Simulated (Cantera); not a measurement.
Input: 1 mol Hg, 0.032 mol O2, a varied amount of H2, equilibrated at 923.15 K and 66.0 Torr.

Equilibrium computed with Cantera from the NASA thermochemical tables; the gas is ideal and each condensed phase is pure. Candidate condensed phases: H2O, Hg, HgO; 10 gas species. The numbers say what is thermodynamically allowed, not how fast it happens.

x: gas mole fraction; nothing condenses.

| n(H2) (mol) | x H2 | x Hg | x H2O |
|---|---|---|---|
| 11 | 0.911 | 0.0833 | ? |
| 13 | 0.924 | 0.0714 | ? |
| 16 | 0.937 | 0.0588 | ? |
| 19 | 0.947 | 0.0500 | ? |
| 23 | 0.956 | 0.0417 | ? |
| 27 | 0.962 | 0.0357 | ? |
| 33 | 0.969 | 0.0294 | ? |
| 39 | 0.973 | 0.0250 | ? |
| 47 | 0.978 | 0.0208 | ? |
| 56 | 0.981 | 0.0175 | ? |
| 67 | 0.984 | 0.0147 | ? |
| 80 | 0.987 | 0.0123 | ? |

What belongs in the gaps?


- 11, x H2O: 0.00533
- 13, x H2O: 0.00457
- 16, x H2O: 0.00376
- 19, x H2O: 0.00320
- 23, x H2O: 0.00267
- 27, x H2O: 0.00229
- 33, x H2O: 0.00188
- 39, x H2O: 0.00160
- 47, x H2O: 0.00133
- 56, x H2O: 0.00112
- 67, x H2O: 0.000941
- 80, x H2O: 0.000790
